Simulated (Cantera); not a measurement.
# Equilibrium for oxide etching and cleaning by halides: CaO + HBr + H₂

Input: 1 mol CaO, 1.2 mol HBr, 42 mol H₂, at 1.00 bar.

Cantera equilibrium calculation (NASA polynomials, part measured and part estimated; ideal gas, pure solids and liquids). Candidate condensed phases: Br₂, Ca, CaBr₂, CaO, Ca(OH)₂, H₂O; 19 gas species. Mutual solubility and eutectic melting of coexisting phases are not modelled. The numbers say what is thermodynamically allowed, not how fast it happens.

From 775 K to 1000 K the condensed part is CaBr₂(s) + CaO(s). From 1075 K to 1375 K the condensed part is CaBr₂(l) + CaO(s).

| T (K) | x H₂ | x H₂O | x HBr | x CaBr₂ | n CaBr₂(s) | n CaO(s) | n CaBr₂(l) |
|---|---|---|---|---|---|---|---|
| 775 | 0.986 | 0.0141 | 5.65e-6 | 1.82e-11 | 0.600 | 0.400 | 0 |
| 850 | 0.986 | 0.0141 | 2.44e-5 | 9.52e-10 | 0.599 | 0.401 | 0 |
| 925 | 0.986 | 0.0140 | 8.26e-5 | 2.57e-8 | 0.598 | 0.402 | 0 |
| 1000 | 0.986 | 0.0140 | 0.000232 | 4.16e-7 | 0.595 | 0.405 | 0 |
| 1075 | 0.986 | 0.0138 | 0.000507 | 3.68e-6 | 0 | 0.411 | 0.589 |
| 1150 | 0.985 | 0.0136 | 0.000966 | 2.28e-5 | 0 | 0.421 | 0.578 |
| 1225 | 0.985 | 0.0132 | 0.00168 | 0.000110 | 0 | 0.436 | 0.560 |
| 1300 | 0.984 | 0.0127 | 0.00269 | 0.000436 | 0 | 0.457 | 0.524 |
| 1375 | 0.982 | 0.0120 | 0.00402 | 0.00145 | 0 | 0.486 | 0.452 |
x: gas mole fraction; n: condensed amount in mol.
